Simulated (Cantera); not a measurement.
Mixture: CH4 : H2 : O2 : N2 = 1 : 0.14 : 1.15 : 4.32 (molar parts), equivalence ratio 1.8, at 1000000 Pa, adiabatic and at constant volume. Ignition delay is the time to a rise of 400 K.

Computed with Cantera and GRI-Mech 3.0 (53 species, 325 reactions).

Problem. What does this change do: N2 4.32 to 6.7 parts?

Solution. 
```json
[
 {"quantity": "delay at 1225 K", "before": "1.07 ms", "after": "1.63 ms"},
 {"quantity": "delay at 1375 K", "before": "0.327 ms", "after": "0.507 ms"},
 {"quantity": "delay at 1525 K", "before": "97.0 µs", "after": "0.148 ms"},
 {"quantity": "delay at 1675 K", "before": "30.4 µs", "after": "44.8 µs"},
 {"quantity": "apparent activation energy between 1600 and 1750 K", "before": "170 kJ/mol", "after": "180 kJ/mol"}
]
```
